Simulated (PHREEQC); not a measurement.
Synthetic water in mg/L, 25 °C, pH 3.66, pe 9.7:

```json
[
 {"constituent": "Na", "mg/L": "37.1"},
 {"constituent": "K", "mg/L": "1.55"},
 {"constituent": "Ca", "mg/L": "44.5"},
 {"constituent": "Mg", "mg/L": "20.3"},
 {"constituent": "Cl", "mg/L": "13.2"},
 {"constituent": "S(6) as SO4", "mg/L": "271"},
 {"constituent": "Pb", "mg/L": "3.66"},
 {"constituent": "Zn", "mg/L": "1.04"},
 {"constituent": "B", "mg/L": "0.00923"},
 {"constituent": "O(0) (dissolved oxygen)", "mg/L": "1.88"}
]
```

Valence states are taken as typed.

Model: ion-association model, phreeqc.dat, run in PHREEQC.

Each row changes one thing in this solution. Precipitation was switched off in this run.

```
case                                               ionic strength (mol/kgw)  SO4-2 (mol/kgw)  Ca+2 (mol/kgw)  Mg+2 (mol/kgw)  HSO4- (mol/kgw)  Zn+2 (mol/kgw)  SI of Anglesite (PbSO4)  SI of Gypsum (CaSO4:2H2O)
-------------------------------------------------  ------------------------  ---------------  --------------  --------------  ---------------  --------------  -----------------------  -------------------------
as made                                                             0.00919          0.00241        0.000928        0.000663          3.83e-5         1.26e-5                    -0.14                      -1.41
Ca from 44.5 to 22.2 mg/L                                           0.00838          0.00248        0.000458        0.000654          3.99e-5         1.24e-5                    -0.12                      -1.69
Mg from 20.3 to 60.9 mg/L                                                 ?          0.00216        0.000955         0.00206          3.34e-5         1.31e-5                    -0.19                      -1.48
temperature from 25 to 90 °C at the same typed pH                   0.00806          0.00204        0.000900        0.000459                ?         1.20e-5                        ?                      -1.31
```

**Question.** What belongs in the gaps?

**Answer.** 
- Mg from 20.3 to 60.9 mg/L, ionic strength (mol/kgw): 0.0116
- temperature from 25 to 90 °C at the same typed pH, HSO4- (mol/kgw): 0.000173
- temperature from 25 to 90 °C at the same typed pH, SI of Anglesite (PbSO4): -0.49

Species that the database lacks are ignored. At this temperature some constants are extrapolated from 25 °C, and those without enthalpy data are left unchanged.
